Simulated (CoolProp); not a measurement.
1,2-dichloroethane along the isobar 5620 kPa: Z from the reference equation and from simpler models built on Tc = 288.4 °C, pc = 5226 kPa, ω = 0.269; each cubic takes its own stable root.

Model: reference Helmholtz-energy equation of state, Thol 2015, in CoolProp.

```
T (°C)   phase  reference  van der Waals  Redlich-Kwong  Peng-Robinson
------  ------  ---------  -------------  -------------  -------------
83.85   liquid     0.1609         0.2742         0.1892         0.1625
101.75  liquid     0.1570         0.2666         0.1849         0.1584
119.65  liquid     0.1538         0.2602         0.1816         0.1551
137.45  liquid     0.1512         0.2550         0.1793         0.1526
155.35  liquid     0.1494         0.2509         0.1778         0.1510
173.25  liquid     0.1482         0.2480         0.1774         0.1504
191.15  liquid     0.1477         0.2464         0.1782         0.1509
208.95  liquid     0.1481         0.2463         0.1804         0.1528
226.85  liquid     0.1497         0.2481         0.1845         0.1566
```
